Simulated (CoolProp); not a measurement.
The fluid at 287.21 K and 2.24 MPa (gas) is heated at constant pressure to 390 K. The same conditions are run with several fluids, on thermodynamics alone (safety and materials aside).

Computed with CoolProp (reference Helmholtz-energy equation of state of each fluid (CH3F (R41): Lemmon 2006; CF4 (R14): Platzer 1990; oxygen: Schmidt 1985; carbon monoxide: Lemmon 2006)). The equations of Platzer and Polt are older, rougher fits.

| fluid | heat (kJ/kg) | final density (kg/m³) |
|---|---|---|
| CH3F (R41) | 157 | (withheld) |
| CF4 (R14) | 81.2 | (withheld) |
| oxygen | 98.0 | (withheld) |
| carbon monoxide | 110 | (withheld) |

Fill in the missing entries.


- CH3F (R41), final density (kg/m³): 25.4
- CF4 (R14), final density (kg/m³): 62.2
- oxygen, final density (kg/m³): 22.1
- carbon monoxide, final density (kg/m³): 19.3

Above 300 K oxygen's equation is extrapolated.
